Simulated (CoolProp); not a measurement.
Vapour-liquid equilibrium of benzene (1) + toluene (2) at 100.55 °C; x and y are mole fractions of (1).

The numbers come from the multi-fluid Helmholtz-energy mixture model, Thol 2012 and Lemmon 2006; pair parameters Bell 2016 in CoolProp.

```tsv
x	bubble pressure (MPa)	y at the bubble point	dew pressure at overall composition x (MPa)	liquid density (mol/L)
0.05	0.08067	0.109	0.07779	8.635
0.2	0.09639	___	0.08559	___
0.35	0.1123	0.556	0.09512	9.060
0.5	0.1284	0.700	0.1070	9.286
0.65	0.1446	0.812	___	___
0.8	0.1609	0.903	0.1427	___
0.95	0.1774	___	0.1709	10.03
```

Problem. Some entries are withheld; supply them.

Solution. 
- 0.2, y at the bubble point: 0.368
- 0.2, liquid density (mol/L): 8.843
- 0.65, dew pressure at overall composition x (MPa): 0.1223
- 0.65, liquid density (mol/L): 9.522
- 0.8, liquid density (mol/L): 9.768
- 0.95, y at the bubble point: 0.978

No azeotrope shows between x = 0.05 and 0.95.

Pair parameters are fitted to limited data, so mixtures are less certain than the pure fluids.
